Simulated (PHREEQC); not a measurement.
Make-up at 32 °C: 0.0014 mol/kgw MnCl2, 3.4e-05 mol/kgw ZnCl2 and 0.0017 mol/kgw HF. Closed to the air; pH follows from the charge balance.

Computed with PHREEQC (ion-association model, phreeqc.dat).

The pH is 3.13, the ionic strength is 0.00506 mol/kgw and the specific conductance is 746 µS/cm. The total alkalinity comes out as -1.70 meq/kg.

```
species  molality  activity   log γ
-------  --------  --------  ------
Cl-       0.00286   0.00264  -0.034
Mn+2      0.00138   0.00103  -0.129
HF       0.000907  0.000908   0.001
H+       0.000790  0.000737  -0.030
F-       0.000782  0.000723  -0.034
Zn+2      3.34e-5   2.47e-5  -0.131
MnCl+     1.19e-5   1.11e-5  -0.033
```

No solid was allowed to form. Species that the database lacks are ignored.
